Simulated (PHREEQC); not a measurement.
Solution (25 °C): 0.0021 mol KH2PO4 and 7.5e-05 mol NH4HF2 per kg of water. Closed to the air; pH follows from the charge balance.

Equilibrium calculation in PHREEQC: ion-association model, wateq4f.dat.

Each row changes one thing in this solution. This is a speciation only: nothing precipitates in the calculation.

```csv
case,pH,ionic strength (mol/kgw)
as made,4.30,0.00223
KH2PO4 from 0.0021 to 0.00021 mol/kgw,4.22,0.000347
NH4HF2 left out,4.97,0.00213
NH4HF2 from 7.5e-05 to 0.00015 mol/kgw,4.05,0.00234
KH2PO4 replaced by KCl at the same molality,4.22,0.00224
diluted 100-fold with water,5.81,2.41e-5
NH4HF2 from 7.5e-05 to 0.00075 mol/kgw,3.59,0.00313
```

H3PO4, which wateq4f.dat lacks, is added to it with the constant of phreeqc.dat.
